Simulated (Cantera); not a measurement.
A freely propagating, adiabatic, planar premixed flame of H2 : O2 : N2 = 1 : 0.294 : 1.11 (molar parts), unburnt at 700 K and 1.20 bar; mixture-averaged transport, grid criteria slope 0.08 and curve 0.16, no radiation.

Model: the H2/O2 subset of GRI-Mech 3.0, which has no nitrogen chemistry, integrated in Cantera. Burning velocities carry a grid error of a few per cent, more on coarse grids.

x: mole fraction of selected species; z is measured from the peak of heat release.

| z (mm) | T (K) | u (m/s) | x H2 | x O2 | x H2O | x O | x HO2 | x H |
|---|---|---|---|---|---|---|---|---|
| -1.14 | 700 | 12.1 | 0.416 | 0.122 | <1e-8 | <1e-8 | <1e-8 | <1e-8 |
| -0.762 | 700 | 12.1 | 0.416 | 0.122 | <1e-8 | <1e-8 | <1e-8 | <1e-8 |
| -0.571 | 700 | 12.1 | 0.416 | 0.122 | <1e-8 | <1e-8 | [?] | <1e-8 |
| -0.381 | 700 | 12.1 | 0.416 | 0.122 | 1.46e-7 | <1e-8 | [?] | 5.07e-7 |
| -0.190 | 717 | 12.3 | 0.413 | 0.122 | 0.000937 | 1.62e-5 | [?] | 0.000507 |
| -0.0952 | 889 | 15.0 | 0.384 | 0.117 | 0.0169 | 0.000448 | [?] | 0.0102 |
| 0 | 1296 | 21.3 | 0.268 | 0.0738 | 0.107 | 0.00489 | [?] | 0.0593 |
| 0.0952 | 1588 | 25.8 | 0.168 | 0.0184 | 0.212 | 0.00621 | [?] | 0.0970 |
| 0.190 | 1715 | 27.6 | 0.151 | 0.00563 | 0.238 | 0.00495 | [?] | 0.0971 |
| 0.381 | 1847 | 29.5 | 0.155 | 0.00286 | 0.246 | 0.00402 | [?] | 0.0836 |
| 0.762 | 1987 | 31.4 | 0.163 | 0.00200 | 0.251 | 0.00298 | [?] | 0.0665 |
| 1.52 | 2123 | 33.2 | 0.171 | 0.00124 | 0.257 | 0.00192 | [?] | 0.0498 |
| 3.05 | 2245 | 34.7 | 0.178 | 0.000663 | 0.263 | 0.00105 | [?] | 0.0349 |

### Question
Some entries are withheld; supply them.

### Answer

- -0.571, x HO2: 1.18e-8
- -0.381, x HO2: 1.59e-6
- -0.190, x HO2: 0.000215
- -0.0952, x HO2: 0.000164
- 0, x HO2: 7.44e-5
- 0.0952, x HO2: 1.83e-5
- 0.190, x HO2: 5.39e-6
- 0.381, x HO2: 2.59e-6
- 0.762, x HO2: 1.70e-6
- 1.52, x HO2: 1.06e-6
- 3.05, x HO2: 5.98e-7
